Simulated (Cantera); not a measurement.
An adiabatic, constant-pressure homogeneous reactor starts with CH₄ : C₂H₆ : O₂ : N₂ = 1 : 0.032 : 1.92 : 7.22 (molar parts), at 1348 K and 4.93 atm. Integrator tolerance rtol = 1e-08.

Detailed kinetics in Cantera: GRI-Mech 3.0 (53 species, 325 reactions).

**Question.** What does this change do: constant volume in place of constant pressure?

**Answer.** 
```tsv
quantity	before	after
time of steepest temperature rise	0.945 ms	0.879 ms
temperature at 2.00 s	2800 K	3022 K
equilibrium temperature	2800 K	3022 K
x(CH₄) at 2.00 s	<1e-12 (gas-phase equilibrium <1e-12)	<1e-12 (gas-phase equilibrium <1e-12)
x(C₂H₆) at 2.00 s	<1e-12 (gas-phase equilibrium <1e-12)	<1e-12 (gas-phase equilibrium <1e-12)
x(O₂) at 2.00 s	0.00747 (gas-phase equilibrium 0.00747)	0.00983 (gas-phase equilibrium 0.00983)
x(CH₂O) at 2.00 s	1.71e-9 (gas-phase equilibrium 1.71e-9)	5.59e-9 (gas-phase equilibrium 5.59e-9)
x(CH₂) at 2.00 s	<1e-12 (gas-phase equilibrium <1e-12)	<1e-12 (gas-phase equilibrium 1.04e-12)
x(H₂O) at 2.00 s	0.169 (gas-phase equilibrium 0.169)	0.160 (gas-phase equilibrium 0.160)
```
Above 3000 K some thermodynamic fits are extrapolated.

**Question.** What does this change do: initial temperature 1348 to 1650 K?

**Answer.** 
| quantity | before | after |
|---|---|---|
| time of steepest temperature rise | 0.945 ms | 51.0 µs |
| temperature at 2.00 s | 2800 K | 2928 K |
| equilibrium temperature | 2800 K | 2928 K |
| x(CH₄) at 2.00 s | <1e-12 (gas-phase equilibrium <1e-12) | <1e-12 (gas-phase equilibrium <1e-12) |
| x(C₂H₆) at 2.00 s | <1e-12 (gas-phase equilibrium <1e-12) | <1e-12 (gas-phase equilibrium <1e-12) |
| x(O₂) at 2.00 s | 0.00747 (gas-phase equilibrium 0.00747) | 0.0109 (gas-phase equilibrium 0.0109) |
| x(CH₂O) at 2.00 s | 1.71e-9 (gas-phase equilibrium 1.71e-9) | 2.49e-9 (gas-phase equilibrium 2.49e-9) |
| x(CH₂) at 2.00 s | <1e-12 (gas-phase equilibrium <1e-12) | <1e-12 (gas-phase equilibrium <1e-12) |
| x(H₂O) at 2.00 s | 0.169 (gas-phase equilibrium 0.169) | 0.158 (gas-phase equilibrium 0.158) |
